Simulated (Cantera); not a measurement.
Charge: 1 mol C₂H₆, 0.013 mol O₂, equilibrated at 10000 Pa.

Cantera equilibrium calculation (NASA polynomials, part measured and part estimated; ideal gas, pure solids and liquids). Candidate condensed phases: C, C₆H₆, C₇H₈, C₈H₁₈, H₂O; 110 gas species. Equilibrium is a limit: real reactors are often held back by kinetics, nucleation or transport.

x: gas mole fraction; n: condensed amount in mol.

```
T (K)    x H₂   x CH₄    x H₂O        x CO    x CO₂  n C(graphite)
-----  ------  ------  -------  ----------  -------  -------------
523    0.0916   0.892   0.0163  (withheld)  2.67e-5          0.586
573     0.196   0.789   0.0154  (withheld)  3.50e-5          0.677
623     0.353   0.633   0.0140  (withheld)  4.46e-5          0.837
673     0.541   0.447   0.0122  (withheld)  5.74e-5           1.07
723     0.716   0.273   0.0102  (withheld)  7.58e-5           1.35
773     0.841   0.150  0.00781  (withheld)  9.28e-5           1.60
823     0.913  0.0778  0.00500  (withheld)  8.20e-5           1.77
```

### Question
Fill in the missing entries.

### Answer

- 523, x CO: 1.66e-6
- 573, x CO: 1.09e-5
- 623, x CO: 5.28e-5
- 673, x CO: 0.000208
- 723, x CO: 0.000696
- 773, x CO: 0.00195
- 823, x CO: 0.00414
